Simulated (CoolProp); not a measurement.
Ethane along the isobar 259 bar: density (kg/m³) from the reference equation and from simpler models built on Tc = 32.2 °C, pc = 48.72 bar, ω = 0.099; each cubic takes its own stable root.

Values from CoolProp's reference Helmholtz-energy equation of state, Bücker 2006.

```csv
T (°C),phase,reference,van der Waals,Redlich-Kwong,Soave-Redlich-Kwong
-33.45,liquid,506.6,357.2,491.1,493.9
-25.55,liquid,497.8,353.2,482.2,484.9
-17.65,liquid,488.9,349.1,473.1,475.8
-9.85,liquid,480.0,345.0,464.0,466.5
-1.95,liquid,470.8,340.8,454.7,456.9
5.95,liquid,461.4,336.5,445.2,447.0
13.85,liquid,452.0,332.2,435.6,437.0
21.75,liquid,442.3,327.9,425.9,426.7
```
